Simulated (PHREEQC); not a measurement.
Solution (52 °C): 0.23 mol/kgw ZnCl2, 0.05 mol/kgw H3BO3 and 0.0066 mol/kgw H2SO4. Closed to the air; pH follows from the charge balance.

Equilibrium calculation in PHREEQC: ion-association model, wateq4f.dat.

```tsv
quantity	before	after
pH	2.04	2.03
ionic strength (mol/kgw)	0.480	0.126
SO4-2 (mol/kgw)	0.00217	0.00227
HSO4- (mol/kgw)	0.00109	0.00171
H2BO3- (mol/kgw)	9.48e-9	7.03e-9
```

Q: Name the change that produced these shifts.
A. temperature from 52 to 55 °C
B. diluted 5-fold with water
C. ZnCl2 from 0.23 to 0.046 mol/kgw
D. temperature from 52 to 90 °C
E. H3BO3 from 0.05 to 0.01 mol/kgw

A: C, ZnCl2 from 0.23 to 0.046 mol/kgw

Precipitation was switched off in this run. Constants without temperature data keep their 25 °C values here.
